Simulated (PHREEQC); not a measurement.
Make-up at 25 °C: 41 mmol/kgw Ba(NO3)2. Closed to the air; pH follows from the charge balance.

All values are PHREEQC results (ion-association model, phreeqc.dat), not measurements.

Each row changes one thing in this solution. No solid was allowed to form.

```
case                                                  pH  ionic strength (mol/kgw)
--------------------------------------------------  ----  ------------------------
as made                                             6.97                     0.123
temperature from 25 to 70 °C                        6.37                     0.123
Ba(NO3)2 replaced by Fe(NO3)3 at the same molality  1.85                     0.237
0.0007 mol/kgw HCl added                            3.24                     0.124
diluted 2-fold with water                           6.98                    0.0615
Ba(NO3)2 from 0.041 to 0.0615 mol/kgw               6.96                     0.184
```

Some of these states are supersaturated (in Hematite (slow to form), Goethite (slow to form), for instance). Away from 25 °C the constants follow the database's enthalpies or fits; those with neither stay at their 25 °C values.
